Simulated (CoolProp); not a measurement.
Vapour-liquid equilibrium of propane (1) + n-pentane (2) at 0.174 bar; x and y are mole fractions of (1).

Computed with CoolProp (multi-fluid Helmholtz-energy mixture model, Lemmon 2009 and Thol 2019; pair parameters Kunz 2012).

| x | bubble temperature (°C) | y at the bubble point | dew temperature at overall composition x (°C) | liquid density (mol/L) |
|---|---|---|---|---|
| 0.05 | -28.3 | 0.689 | -8.3 | 9.405 |
| 0.15 | -47.2 | 0.917 | -10.5 | 9.882 |
| 0.25 | -55.7 | 0.960 | -12.9 | 10.29 |
| 0.35 | -60.9 | 0.976 | -15.6 | 10.70 |
| 0.45 | -64.4 | 0.985 | -18.6 | 11.15 |
| 0.55 | -67.2 | 0.990 | -22.1 | 11.63 |
| 0.65 | -69.4 | 0.993 | -26.4 | 12.14 |
| 0.75 | -71.4 | 0.995 | -31.8 | 12.67 |
| 0.85 | -73.1 | 0.998 | -39.4 | 13.22 |
| 0.95 | -74.8 | 0.999 | -53.3 | 13.76 |

No azeotrope shows between x = 0.05 and 0.95.

The pair parameters rest on a limited set of measurements; away from them the model extrapolates.
